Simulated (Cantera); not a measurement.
Feed: 1 mol Hg, 1.1 mol O2, 0.37 mol H2, equilibrated at 1398 K and 0.410 bar.

Equilibrium computed with Cantera from the NASA thermochemical tables; the gas is ideal and each condensed phase is pure. Candidate condensed phases: H2O, Hg, HgO; 10 gas species. The numbers say what is thermodynamically allowed, not how fast it happens.

Base state: Hg 0.438, O2 0.400, H2O 0.162, OH 5.64e-5 (mole fractions); condensed: gas only.

Task: What changes in the equilibrium state with this change: H2 from 0.37 to 2.3 mol?

Result: 
| species | before | after |
|---|---|---|
| H2O | 0.162 | 0.667 |
| Hg | 0.438 | 0.303 |
| H2 | 1.75e-7 | 0.0303 |
| O2 | 0.400 | <1e-9 |
| OH | 5.64e-5 | 5.58e-7 |
